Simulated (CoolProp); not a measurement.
Vapour-liquid equilibrium of CH2F2 (R32) (1) + R134a (2) at 38.85 °C; x and y are mole fractions of (1).

Values from CoolProp's multi-fluid Helmholtz-energy mixture model, Tillner-Roth 1997 and Tillner-Roth 1994; pair parameters Lemmon 2004.

### Question
Give the bubble pressure and the first vapour's composition at x = 0.2, 0.425, 0.575. Is there an azeotrope?

### Answer
x = 0.2: 12.49 bar, y = 0.328; x = 0.425: 15.50 bar, y = 0.582; x = 0.575: 17.59 bar, y = 0.713. No azeotrope shows between x = 0.05 and 0.95.

Pair parameters are fitted to limited data, so mixtures are less certain than the pure fluids.
